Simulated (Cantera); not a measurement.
A freely propagating, adiabatic, planar premixed flame of CO : H2 : O2 : N2 = 1 : 0.79 : 0.994 : 2.69 (molar parts), equivalence ratio 0.90, unburnt at 375 K and 100.0 Torr; mixture-averaged transport, grid criteria slope 0.08 and curve 0.16, no radiation.

Detailed kinetics in Cantera: GRI-Mech 3.0 (53 species, 325 reactions). Burning velocities carry a grid error of a few per cent, more on coarse grids.

Question: What does this change do: O2 0.994 to 0.75 parts?

Answer: 
```tsv
quantity	before	after
laminar burning velocity	202 cm/s	197 cm/s
thermal thickness	6.22 mm	6.77 mm
peak x(OH)	0.0166	0.0121
peak x(O)	0.0241	0.0167
```
